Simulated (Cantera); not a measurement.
Input: 1 mol BF3, 2.7 mol O2, 0.22 mol N2, 4.4 mol H2, at 1377 °C and 39.0 Pa.

Method: chemical equilibrium by Gibbs-energy minimisation in Cantera with the NASA 1993 tables (ideal gas, pure condensed phases). Candidate condensed phases: B, BN, B2O3, B3O3H3, H2O; 62 gas species. Gases not in the tables: H3BO3. Rates play no part.

Base state: H2O 0.429, HF 0.326, BOF 0.0943, O2 0.0695, HBO2 0.0451, N2 0.0307, OH 0.00287, H2 0.000967 (mole fractions); condensed: gas only.

Question: What changes in the equilibrium state with this change: 0.97 mol HCl added?

Answer: 
| species | before | after |
|---|---|---|
| H2O | 0.429 | 0.382 |
| HF | 0.326 | 0.287 |
| HCl | 0 | 0.107 |
| Cl | 0 | 0.0125 |
| O2 | 0.0695 | 0.0579 |
| BOF | 0.0943 | 0.0823 |
| N2 | 0.0307 | 0.0270 |
| HBO2 | 0.0451 | 0.0399 |
| BOCl | 0 | 1.66e-5 |
| BF3 | 1.51e-5 | 1.14e-5 |
The tables' values for BOCl are old estimates; treat these amounts as uncertain. Further candidate phases: NH4Cl.

Question: What changes in the equilibrium state with this change: 0.19 mol Cl2 added?

Answer: 
```tsv
species	before	after
H2O	0.429	0.391
HF	0.326	0.312
BOF	0.0943	0.0919
HCl	0	0.0455
O2	0.0695	0.0780
HBO2	0.0451	0.0419
N2	0.0307	0.0295
Cl	0	0.00569
H2	0.000967	0.000831
```
Further candidate phases: NH4Cl.

Question: What changes in the equilibrium state with this change: pressure from 39.0 Pa to 13.3 mbar?

Answer: 
```
species    before     after
-------  --------  --------
H2O         0.429     0.432
HF          0.326     0.326
BOF        0.0943    0.0940
OH        0.00287   0.00119
H2       0.000967  0.000166
HBO2       0.0451    0.0453
O2         0.0695    0.0698
N2         0.0307    0.0308
BF3       1.51e-5  0.000509
H        0.000143   1.01e-5
O        0.000346   5.93e-5
BO2      0.000368  0.000153
```
